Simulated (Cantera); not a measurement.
Input (Python, Cantera):

```python
import numpy as np
import cantera as ct

gas = ct.Solution("gri30.yaml")
gas.TP = 300, 62000
flame = ct.CounterflowDiffusionFlame(gas, width=0.02)
flame.fuel_inlet.X, flame.fuel_inlet.T = {'CH4': 1, 'H2': 0.17}, 473
flame.oxidizer_inlet.X, flame.oxidizer_inlet.T = {'O2': 0.19, 'N2': 0.81}, 573
flame.set_refine_criteria(ratio=3, slope=0.12, curve=0.24, prune=0.03)
show = ['OH', 'H', 'NO', 'CO', 'C2H2']

rows = []
print(f"{'mdot':>8s}{'a_max':>10s}{'a_mean':>10s}{'Tmax/K':>9s}" + "".join(f"{s:>11s}" for s in show) + "   (peak mole fractions)")
for i, mdot in enumerate([0.37, 0.54, 0.78, 1.1, 1.6, 2.4, 3.5, 5, 7.3]):  # kg/m2/s on the oxidiser side
    flame.oxidizer_inlet.mdot, flame.fuel_inlet.mdot = mdot, 0.8 * mdot
    flame.solve(loglevel=0, auto=(i == 0))
    if flame.T.max() < max(473, 573) + 100:
        print(f"{mdot:8.3g}  no burning solution found from the previous one")
        break
    dT = np.abs(np.gradient(flame.T, flame.grid))
    rows.append([flame.strain_rate("max"), flame.strain_rate("mean"), flame.T.max(),
                 *(flame.X[gas.species_index(s)].max() for s in show), max(dT[0], dT[-1]) / dT.max()])
    print(f"{mdot:8.3g}{rows[-1][0]:10.1f}{rows[-1][1]:10.1f}{rows[-1][2]:9.1f}" + "".join(f"{x:11.3e}" for x in rows[-1][3:-1]))
```

It prints:

```
    mdot     a_max    a_mean   Tmax/K         OH          H         NO         CO       C2H2   (peak mole fractions)
    0.37     424.1     116.4   2012.0  7.782e-03  6.773e-03  1.535e-04  4.714e-02  1.010e-02
    0.54     604.9     169.9   1987.7  7.447e-03  6.957e-03  1.224e-04  4.694e-02  9.315e-03
    0.78     859.8     245.5   1966.5  7.129e-03  7.118e-03  9.469e-05  4.734e-02  8.489e-03
     1.1    1192.3     346.2   1938.7  6.636e-03  7.078e-03  6.804e-05  4.794e-02  7.364e-03
     1.6    1700.2     503.5   1895.3  5.826e-03  6.687e-03  4.014e-05  4.884e-02  5.643e-03
     2.4    2440.1     755.3   1780.2  3.842e-03  4.797e-03  9.692e-06  4.840e-02  2.338e-03
     3.5  no burning solution found from the previous one
```

Model: GRI-Mech 3.0 (53 species, 325 reactions), integrated in Cantera. GRI-Mech 3.0 has no aromatics or soot, which form on the fuel side of real flames. The maximum strain rate includes the flame's own expansion and is several times the mean. A flux with no burning solution from the previous one only brackets extinction.
